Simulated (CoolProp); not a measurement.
n-perfluorohexane along the isobar 0.101 MPa: density (kg/m³) from the reference equation and from simpler models built on Tc = 448.0 K, pc = 1.742 MPa, ω = 0.497; each cubic takes its own stable root.

Values from CoolProp's reference Helmholtz-energy equation of state, Gao 2022.

| T (K) | phase | reference | ideal gas | van der Waals | Soave-Redlich-Kwong |
|---|---|---|---|---|---|
| 370.3 | gas | 11.56 | 11.09 | 11.41 | 11.55 |
| 376.4 | gas | 11.35 | 10.91 | 11.21 | 11.34 |
| 382.5 | gas | 11.14 | 10.74 | 11.02 | 11.13 |
| 388.7 | gas | 10.94 | 10.56 | 10.83 | 10.93 |
| 394.8 | gas | 10.75 | 10.40 | 10.65 | 10.74 |
| 400.9 | gas | 10.57 | 10.24 | 10.48 | 10.56 |
| 407.1 | gas | 10.39 | 10.09 | 10.31 | 10.38 |
| 413.2 | gas | 10.22 | 9.938 | 10.15 | 10.21 |
| 419.3 | gas | 10.06 | 9.793 | 9.999 | 10.05 |
| 425.5 | gas | 9.896 | 9.651 | 9.846 | 9.891 |
| 431.6 | gas | 9.744 | 9.514 | 9.700 | 9.739 |
| 437.7 | gas | 9.597 | 9.382 | 9.558 | 9.592 |
| 443.9 | gas | 9.452 | 9.251 | 9.419 | 9.447 |
| 450 | gas | 9.314 | 9.125 | 9.286 | 9.308 |
